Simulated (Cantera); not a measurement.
# Reactions in the system H-O-V

Source: NASA polynomial tables (part measured, part estimated), evaluated in Cantera. Values are per mole of reaction as written; species without (g) are pure solids or liquids, kept so even where they would boil at 1 bar.

V2O3 + 3 H2(g) ⇌ 2 V + 3 H2O(g)

| T (K) | ΔH° (kJ) | ΔS° (J/K) | ΔG° (kJ) | log10 K | condensed phases |
|---|---|---|---|---|---|
| 1173 | 451.6 | 68.2 | 371.6 | -16.55 | V2O3(s), V(s) |
| 1373 | 443.5 | 61.8 | 358.6 | -13.64 | V2O3(s), V(s) |
| 1573 | 435.8 | 56.5 | 346.8 | -11.52 | V2O3(s), V(s) |
| 1773 | 428.3 | 52.1 | 335.9 | -9.90 | V2O3(s), V(s) |
| 1973 | 421.1 | 48.2 | 325.9 | -8.63 | V2O3(s), V(s) |
| 2173 | 414.2 | 44.9 | 316.6 | -7.61 | V2O3(s), V(s) |
| 2373 | 337.2 | 13.3 | 305.7 | -6.73 | V2O3(l), V(l) |
